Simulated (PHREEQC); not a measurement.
Dissolve 0.23 mol/kgw NH3 at 15 °C. Closed to the air; pH follows from the charge balance.

Computed with PHREEQC (ion-association model, phreeqc.dat).

```yaml
pH: 11.63
ionic_strength: 0.00204 mol/kgw
specific_conductance: 419 µS/cm
total_alkalinity: 230 meq/kg
```

```tsv
species	molality	activity	log γ
NH3	0.228	0.228	0.000
OH-	0.00204	0.00194	-0.022
NH4+	0.00204	0.00194	-0.022
```

Precipitation was switched off in this run. Complexes and solids missing from the database can't appear.
